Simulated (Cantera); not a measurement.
Charge: 1 mol B, 1.5 mol H2O, 70 mol N2, held at 0.0100 bar.

Equilibrium computed with Cantera from the NASA thermochemical tables; the gas is ideal and each condensed phase is pure. Candidate condensed phases: B, BN, B2O3, B3O3H3, H2O; 39 gas species. The numbers say what is thermodynamically allowed, not how fast it happens.

x: gas mole fraction; nothing condenses.

```tsv
T (K)	x N2	x H2	x H	x BO	x B2O3
1900	0.971	0.0182	0.00107	0.00117	0.00413
1975	0.970	0.0176	0.00182	0.00178	0.00377
2050	0.970	0.0169	…	…	…
2125	0.968	0.0158	0.00457	0.00339	0.00290
2200	0.967	0.0145	0.00678	0.00432	0.00242
2275	0.965	…	…	…	…
2350	0.962	0.0111	0.0131	0.00639	0.00148
```

Task: Some entries are withheld; supply them.

Result: 
- 2275, x H2: 0.0129
- 2275, x H: 0.00964
- 2275, x BO: 0.00532
- 2275, x B2O3: 0.00194
- 2050, x H: 0.00295
- 2050, x BO: 0.00253
- 2050, x B2O3: 0.00336
